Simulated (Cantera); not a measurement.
## NO annealing gas

An isothermal, constant-pressure homogeneous reactor starts with 66.7 % NO, 33.3 % N2, at 1850 K and 0.0220 bar.

Detailed kinetics in Cantera: GRI-Mech 3.0 (53 species, 325 reactions). Radical loss at walls, strong at low pressure, is not modelled.

| t (s) | x NO | x O2 | x NO2 | x O | x N2 |
|---|---|---|---|---|---|
| 0.000500 | 0.667 | 4.46e-9 | 1.54e-8 | 1.74e-6 | 0.333 |
| 0.00142 | 0.667 | 3.59e-8 | 1.20e-7 | 4.91e-6 | 0.333 |
| 0.00403 | 0.667 | 2.93e-7 | 8.74e-7 | 1.37e-5 | 0.333 |
| 0.0114 | 0.667 | 2.67e-6 | 5.31e-6 | 3.79e-5 | 0.333 |
| 0.0325 | 0.666 | 3.02e-5 | 1.93e-5 | 9.62e-5 | 0.333 |
| 0.0923 | 0.666 | 0.000249 | 2.98e-5 | 0.000156 | 0.334 |
| 0.262 | 0.664 | 0.00107 | 3.29e-5 | 0.000172 | 0.334 |
| 0.744 | 0.659 | 0.00349 | 3.81e-5 | 0.000185 | 0.337 |
| 2.11 | 0.645 | 0.0105 | 5.05e-5 | 0.000218 | 0.344 |
| 6.00 | 0.604 | 0.0308 | 7.46e-5 | 0.000289 | 0.364 |
x: mole fraction; the columns are a selection and need not sum to one.

Equilibrium at this temperature and pressure: NO 0.00566, O2 0.330, NO2 2.38e-6, O 0.000751, N2 0.664 (gas phase only).
